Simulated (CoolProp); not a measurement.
Computed with CoolProp (reference Helmholtz-energy equation of state, Lemmon 2006). It is a short technical equation, of lower accuracy than the large ones.

**Question.** Give the vapour pressure (bar), liquid density (kg/m³), enthalpy of vaporisation (kJ/kg), liquid cp (kJ/(kg K)) of saturated acetone at 178.45, 194.35 °C.

**Answer.** 
| T (°C) | p (bar) | liquid density (kg/m³) | enthalpy of vaporisation (kJ/kg) | liquid cp (kJ/(kg K)) |
|---|---|---|---|---|
| 178.45 | 19.3 | 566 | 315 | 2.94 |
| 194.35 | 25.2 | 530 | 274 | 3.21 |
